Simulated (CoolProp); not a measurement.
R143a along the isobar 0.343 MPa: density (kg/m³) from the reference equation and from simpler models built on Tc = 72.7 °C, pc = 3.762 MPa, ω = 0.261; each cubic takes its own stable root.

Computed with CoolProp (reference Helmholtz-energy equation of state, Lemmon and Jacobsen 2000).

```
T (°C)  phase  reference
------  -----  ---------
-15.65    gas      15.05
-6.85     gas      14.33
1.85      gas      13.71
10.55     gas      13.16
19.25     gas      12.66
28.05     gas      12.21
36.75     gas      11.79
45.45     gas      11.41
54.25     gas      11.05
62.95     gas      10.73
71.65     gas      10.42
80.35     gas      10.13
```

### Question
How far does each simpler model (ideal gas, van der Waals, Redlich-Kwong, Soave-Redlich-Kwong, Peng-Robinson) lie from the reference over these 12 states: mean and median of the absolute difference, and the worst?

### Answer
- ideal gas: mean 5.9 %, median 5.4 %, worst -10.6 % at -15.65 °C and 0.343 MPa
- van der Waals: mean 2.1 %, median 1.7 %, worst -5.1 % at -15.65 °C and 0.343 MPa
- Redlich-Kwong: mean 1.2 %, median 0.9 %, worst -3.3 % at -15.65 °C and 0.343 MPa
- Soave-Redlich-Kwong: mean 0.9 %, median 0.6 %, worst -2.4 % at -15.65 °C and 0.343 MPa
- Peng-Robinson: mean 0.5 %, median 0.2 %, worst -1.9 % at -15.65 °C and 0.343 MPa
